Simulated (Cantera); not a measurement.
**Boron, boron nitride and boron oxide: B + NH₃**

Input: 1 mol B, 0.48 mol NH₃, held at 1.70 mbar.

Method: chemical equilibrium by Gibbs-energy minimisation in Cantera with the NASA 1993 tables (ideal gas, pure condensed phases). Candidate condensed phases: B, BN; 15 gas species. Mutual solubility and eutectic melting of coexisting phases are not modelled. The tables' values for BH₂ are old estimates; treat these amounts as uncertain. Rates play no part.

```
T (°C)   x H₂      x N₂       x H     x BH₂       x B  n B(s)  n BN(s)
------  -----  --------  --------  --------  --------  ------  -------
1050    1.000   1.50e-8   3.85e-5   1.23e-6  2.86e-12   0.520    0.480
1150    1.000   3.67e-7  0.000161   4.27e-6  1.01e-10   0.520    0.480
1250    0.999   5.87e-6  0.000560   1.25e-5   2.24e-9   0.520    0.480
1350    0.998   6.65e-5   0.00167   3.19e-5   3.36e-8   0.520    0.480
1450    0.995  0.000566   0.00441   7.29e-5   3.67e-7   0.521    0.479
1550    0.986   0.00381    0.0104  0.000151   3.08e-6   0.525    0.474
1650    0.956    0.0209    0.0223  0.000282   2.07e-5   0.551    0.449
1750    0.860    0.0972    0.0427  0.000458  0.000114   0.678    0.321
1850    0.686     0.241    0.0721  0.000624  0.000538   0.999        0
```
x: gas mole fraction; n: condensed amount in mol.

From 1050 °C to 1750 °C the condensed part is B(s) + BN(s). At 1850 °C the condensed part is B(s).
